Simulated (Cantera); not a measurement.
An adiabatic, constant-pressure homogeneous reactor starts with CH₄ : C₂H₆ : C₃H₈ : O₂ : N₂ = 1 : 0.16 : 0.13 : 2.92 : 11 (molar parts), at 1023 K and 1.00 bar.

Computed with Cantera and GRI-Mech 3.0 (53 species, 325 reactions).

x: mole fraction; the columns are a selection and need not sum to one.

| t (s) | T (K) | x CH₄ | x C₂H₆ | x C₃H₈ | x C₂H₄ | x CH₃ | x NO | x H |
|---|---|---|---|---|---|---|---|---|
| 8.00e-6 | 1023 | 0.0657 | 0.0105 | 0.00855 | 6.45e-10 | 1.52e-9 | <1e-12 | 4.51e-12 |
| 2.01e-5 | 1023 | 0.0657 | 0.0105 | 0.00855 | 2.20e-9 | 3.83e-9 | <1e-12 | 5.42e-12 |
| 5.04e-5 | 1023 | 0.0657 | 0.0105 | 0.00855 | 6.36e-9 | 9.55e-9 | <1e-12 | 5.80e-12 |
| 0.000127 | 1023 | 0.0657 | 0.0105 | 0.00855 | 1.78e-8 | 2.34e-8 | <1e-12 | 6.75e-12 |
| 0.000318 | 1023 | 0.0657 | 0.0105 | 0.00855 | ___ | ___ | <1e-12 | 9.48e-12 |
| 0.000798 | 1023 | 0.0657 | 0.0105 | 0.00855 | 1.74e-7 | 1.22e-7 | <1e-12 | 1.87e-11 |
| 0.00200 | 1023 | 0.0657 | 0.0105 | 0.00855 | 6.73e-7 | 2.42e-7 | <1e-12 | 5.79e-11 |
| 0.00503 | 1023 | 0.0657 | 0.0105 | 0.00855 | 3.35e-6 | 5.34e-7 | <1e-12 | 2.96e-10 |
| 0.0126 | 1023 | 0.0657 | 0.0105 | 0.00853 | 3.24e-5 | 1.97e-6 | <1e-12 | 3.30e-9 |
| 0.0317 | 1025 | 0.0655 | 0.0102 | 0.00829 | ___ | ___ | <1e-12 | ___ |
| 0.0797 | 2578 | <1e-12 | <1e-12 | <1e-12 | <1e-12 | <1e-12 | 0.00444 | 0.00457 |
| 0.200 | 2577 | <1e-12 | <1e-12 | <1e-12 | <1e-12 | <1e-12 | 0.00448 | 0.00457 |

**Question.** Complete the blanks.

**Answer.** 
- 0.000318, x C₂H₄: 5.24e-8
- 0.000318, x CH₃: 5.54e-8
- 0.0317, x C₂H₄: 0.000560
- 0.0317, x CH₃: 6.65e-6
- 0.0317, x H: 3.22e-8
